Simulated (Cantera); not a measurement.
A freely propagating, adiabatic, planar premixed flame of 11.2 % CH4, 4.60 % CO, 17.7 % O2, 66.4 % N2, unburnt at 650 K and 1.09 atm; mixture-averaged transport, grid criteria slope 0.08 and curve 0.16, no radiation.

Cantera simulation using GRI-Mech 3.0 (53 species, 325 reactions); the numbers are that mechanism's predictions, not measurements. Burning velocities carry a grid error of a few per cent, more on coarse grids.

Question: Predict: laminar burning velocity; thermal thickness; peak x(HCO); peak x(OH).

Answer: 
- laminar burning velocity = 119 cm/s
- thermal thickness = 0.327 mm
- peak x(HCO) = 5.57e-5
- peak x(OH) = 0.00517
